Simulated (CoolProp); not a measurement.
C2F6 (R116) along the isotherm 151.85 °C: fugacity coefficient from the reference equation and from simpler models built on Tc = 19.9 °C, pc = 30.48 bar, ω = 0.257; each cubic takes its own stable root.

The numbers come from the reference Helmholtz-energy equation of state, Lemmon 2006 in CoolProp. It is a short technical equation, of lower accuracy than the large ones.

```tsv
p (bar)	phase	reference
0.964	gas	0.9974
1.41	gas	0.9962
2.08	gas	0.9944
3.05	gas	0.9917
4.47	gas	0.9879
6.57	gas	0.9824
9.64	gas	0.9743
14.1	gas	0.9628
20.8	gas	0.9461
30.5	supercritical	0.9228
44.7	supercritical	0.8908
65.7	supercritical	0.8485
96.4	supercritical	0.7980
141	supercritical	0.7495
208	supercritical	0.7223
305	supercritical	0.7439
```

Task: How far does each simpler model (van der Waals, Soave-Redlich-Kwong) lie from the reference over these 16 states: mean and median of the absolute difference, and the worst?

Result: 
- van der Waals: mean 4.9 %, median 2.0 %, worst -14.7 % at 151.85 °C and 141 bar
- Soave-Redlich-Kwong: mean 1.6 %, median 0.3 %, worst +7.7 % at 151.85 °C and 305 bar
